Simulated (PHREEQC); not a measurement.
Model water analysis in mmol/kgw, 95 °C, pH 6.56:

| constituent | mmol/kgw |
|---|---|
| Na | 103 |
| K | 1.37e-07 |
| Ca | 5.36 |
| Mg | 1.61 |
| Cl | 99.5 |
| S(6) | 8.06 |
| Alkalinity (meq/kgw) | 1.54 |
| Mn(2) | 0.252 |
| Fe(2) | 0.0767 |
| Br | 0.0182 |

Cl is adjusted to close the charge balance.
Valence states are taken as typed.

All values are PHREEQC results (ion-association model, phreeqc.dat), not measurements.

Task: The ionic strength comes out as 0.125 mol/kgw. What activity coefficients do NaSO4-, FeHCO3+, FeOH+, MgHCO3+, Mg+2 get?

Result: NaSO4- 0.75, FeHCO3+ 0.74, FeOH+ 0.74, MgHCO3+ 0.72, Mg+2 0.33.

This is a speciation only: nothing precipitates in the calculation. Examples of supersaturated solids here: Rhodochrosite. Others may be too. Species that the database lacks are ignored. Constants without temperature data keep their 25 °C values here.
